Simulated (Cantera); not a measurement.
# Diamond growth

A diamond (100) surface in a fixed gas of H2 with x(CH4) = 0.012, x(H) = 0.00058, x(CH3) = 3.5e-05, at 975 K; coverages are run to steady state.

Cantera simulation using the Harris–Goodwin 1993 mechanism for the reconstructed diamond (100) surface; the numbers are that mechanism's predictions, not measurements.

```csv
P (Pa),growth (µm/h),θ c6HH,θ c6H*,θ c6*H,θ c6**,θ c6HM
340,0.0155,0.616,0.0158,0.347,0.00713,0.00971
570,0.0359,0.613,0.0157,0.346,0.00709,0.0136
960,0.0787,0.610,0.0156,0.344,0.00704,0.0179
1600,0.160,0.606,0.0155,0.342,0.00700,0.0220
2700,0.313,0.603,0.0154,0.340,0.00697,0.0256
4600,0.589,0.601,0.0154,0.339,0.00694,0.0283
7800,1.06,0.600,0.0153,0.338,0.00692,0.0302
13000,1.84,0.599,0.0153,0.337,0.00691,0.0314
```
θ: site fractions in the mechanism's names (c6HH fully hydrogenated, c6H* and c6*H radical sites, c6** diradical, c6HM methylated).
